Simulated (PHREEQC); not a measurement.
Dissolve 1.6 mol/kgw HCl and 0.19 mol/kgw KBr at 25 °C. Closed to the air; pH follows from the charge balance.

The numbers come from PHREEQC with the Pitzer model, pitzer.dat.

Question: The ionic strength comes out as 1.79 mol/kgw. What activity coefficients do K+, H+, Cl-, Br- get?

Answer: K+ 0.88, H+ 1.5, Cl- 0.58, Br- 0.65. Single-ion values are on the MacInnes scale.

Precipitation was switched off in this run. Complexes and solids missing from the database can't appear. In brines, pH and single-ion activities rest on the MacInnes convention.
